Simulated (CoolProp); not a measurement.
Vapour-liquid equilibrium of 1-butene (1) + acetone (2) at 14.45 °C; x and y are mole fractions of (1).

The numbers come from the multi-fluid Helmholtz-energy mixture model, Lemmon 2005 and Lemmon 2006; pair parameters Bell 2016 in CoolProp.

| x | bubble pressure, mixture model (kPa) | bubble pressure, Raoult's law (kPa) | y, mixture model | y, Raoult's law |
|---|---|---|---|---|
| 0.05 | 47.99 | 28.81 | 0.614 | 0.370 |
| 0.125 | … | 43.35 | 0.790 | 0.614 |
| 0.2 | 111.3 | 57.89 | … | 0.736 |
| 0.275 | 131.7 | 72.43 | 0.879 | 0.809 |
| 0.35 | 146.4 | 86.97 | 0.896 | 0.857 |
| 0.425 | 157.1 | 101.5 | 0.907 | 0.892 |
| 0.5 | … | 116.1 | 0.915 | 0.918 |
| 0.575 | 171.6 | 130.6 | … | 0.938 |
| 0.65 | 177.5 | 145.1 | 0.929 | 0.954 |
| 0.725 | 183.5 | 159.7 | … | 0.967 |
| 0.8 | 190.1 | 174.2 | 0.947 | 0.978 |
| 0.875 | … | 188.8 | 0.961 | 0.987 |
| 0.95 | 206.5 | 203.3 | 0.981 | 0.995 |

### Question
Fill in the missing entries.

### Answer

- 0.125, bubble pressure, mixture model (kPa): 83.85
- 0.2, y, mixture model: 0.850
- 0.5, bubble pressure, mixture model (kPa): 165.1
- 0.575, y, mixture model: 0.922
- 0.725, y, mixture model: 0.937
- 0.875, bubble pressure, mixture model (kPa): 197.7

The largest gap from Raoult's law is +93.4 % in bubble pressure, at x = 0.125. No azeotrope shows between x = 0.05 and 0.95.

Pair parameters are fitted to limited data, so mixtures are less certain than the pure fluids. With so large a gap from Raoult's law the liquid may split in two, which this calculation doesn't test in full.
